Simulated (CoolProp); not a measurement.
A single-stage vapour-compression cycle with CH3F (R41): evaporating at 245.15 K (dew point), condensing at 309.15 K (bubble point), superheat 0 K, subcooling 0 K, compressor efficiency 0.6, no pressure losses. Each further row changes one setting.

The numbers come from the reference Helmholtz-energy equation of state, Lemmon 2006 in CoolProp. It is a short technical equation, of lower accuracy than the large ones.

| case | cooling COP | pressure ratio | discharge temperature (K) | refrigerating effect (kJ/kg) | volumetric capacity (kJ/m³) |
|---|---|---|---|---|---|
| as stated | … | 5.61 | 407.0 | 221 | … |
| evaporating temperature 250.15 K | 1.46 | … | 395.6 | … | … |
| condensing temperature 304.15 K | … | … | 395.2 | 242 | 4240 |
| subcooling 5 K | 1.43 | 5.61 | 407.0 | 246 | 4300 |
| superheat 10 K | 1.28 | 5.61 | … | 237 | 3870 |

Fill in the missing entries.


- as stated, cooling COP: 1.29
- as stated, volumetric capacity (kJ/m³): 3880
- evaporating temperature 250.15 K, pressure ratio: 4.76
- evaporating temperature 250.15 K, refrigerating effect (kJ/kg): 222
- evaporating temperature 250.15 K, volumetric capacity (kJ/m³): 4590
- condensing temperature 304.15 K, cooling COP: 1.53
- condensing temperature 304.15 K, pressure ratio: 5.01
- superheat 10 K, discharge temperature (K): 424.8
